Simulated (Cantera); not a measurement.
Charge: 1 mol SiH4, a varied amount of H2O, 0.093 mol O2, at 1100 K and 10.0 mbar.

Equilibrium computed with Cantera from the NASA thermochemical tables; the gas is ideal and each condensed phase is pure. Candidate condensed phases: H2O, Si, SiO2; 18 gas species. Mutual solubility and eutectic melting of coexisting phases are not modelled. Kinetics and transport are ignored.

x: gas mole fraction; n: condensed amount in mol.

| n(H2O) (mol) | x H2 | x H2O | x SiO | x H | x SiH4 | n Si(s) | n SiO2(β-quartz) |
|---|---|---|---|---|---|---|---|
| 0.3 | 1.000 | 9.10e-9 | 2.30e-6 | 2.59e-7 | 5.28e-9 | 0.757 | 0.243 |
| 0.59 | 1.000 | 9.10e-9 | 2.30e-6 | 2.59e-7 | 5.28e-9 | 0.612 | 0.388 |
| 1.1 | 1.000 | 9.10e-9 | 2.30e-6 | 2.59e-7 | 5.28e-9 | 0.357 | 0.643 |
| 2.2 | 0.908 | 0.0919 | <1e-12 | 2.46e-7 | <1e-12 | 0 | 1.00 |
| 4.4 | ___ | ___ | <1e-12 | ___ | <1e-12 | 0 | 1.00 |
| 8.5 | ___ | ___ | <1e-12 | ___ | <1e-12 | 0 | 1.00 |
| 17 | 0.201 | 0.799 | <1e-12 | 1.16e-7 | <1e-12 | 0 | 1.00 |

Problem. Some entries are withheld; supply them.

Solution. 
- 8.5, x H2: 0.363
- 8.5, x H2O: 0.637
- 8.5, x H: 1.56e-7
- 4.4, x H2: 0.596
- 4.4, x H2O: 0.404
- 4.4, x H: 2.00e-7
